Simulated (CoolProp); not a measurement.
Saturated liquid density (kg/m³) of normal hydrogen: the reference equation beside estimates from Tc = -240.0 °C, pc = 1296 kPa, ω = -0.219. Rackett uses Z = 0.29056 − 0.08775 ω.

Values from CoolProp's reference Helmholtz-energy equation of state, Leachman 2009.

| T (°C) | reference | Rackett | Redlich-Kwong | Soave-Redlich-Kwong | Peng-Robinson |
|---|---|---|---|---|---|
| -247.85 | 64.23 | 66.54 | 72.78 | 67.13 | 75.62 |
| -247.35 | 63.41 | 65.58 | 71.29 | 65.78 | 74.07 |
| -246.75 | 62.39 | 64.39 | 69.43 | 64.09 | 72.15 |
| -246.25 | 61.49 | 63.36 | ? | 62.63 | 70.48 |
| -245.75 | 60.54 | ? | 66.12 | 61.11 | 68.74 |
| -245.25 | 59.55 | 61.16 | ? | 59.53 | 66.92 |
| -244.75 | 58.49 | 59.97 | ? | 57.88 | 65.02 |
| -244.15 | 57.12 | 58.46 | ? | 55.79 | 62.61 |
| -243.65 | 55.88 | 57.12 | 58.01 | 53.95 | 60.47 |
| -243.15 | 54.54 | 55.66 | 55.76 | 51.99 | 58.19 |
| -242.65 | 53.05 | 54.08 | 53.33 | 49.88 | 55.74 |
| -242.15 | 51.38 | 52.32 | 50.68 | 47.59 | 53.07 |
| -241.55 | 49.01 | 49.87 | 47.10 | 44.49 | 49.46 |
| -241.05 | 46.54 | 47.36 | 43.58 | 41.47 | 45.93 |
| -240.55 | 43.10 | 43.98 | ? | 37.68 | 41.51 |

Fill in the missing entries.


- -246.25, Redlich-Kwong: 67.81
- -245.75, Rackett: 62.28
- -245.25, Redlich-Kwong: 64.34
- -244.75, Redlich-Kwong: 62.48
- -244.15, Redlich-Kwong: 60.11
- -240.55, Redlich-Kwong: 39.17

Absolute difference from the reference over all 15 rows, mean and median: Rackett 2.5 and 2.3 %, Redlich-Kwong 6.9 and 6.8 %, Soave-Redlich-Kwong 4.8 and 3.7 %, Peng-Robinson 9.4 and 9.6 %.
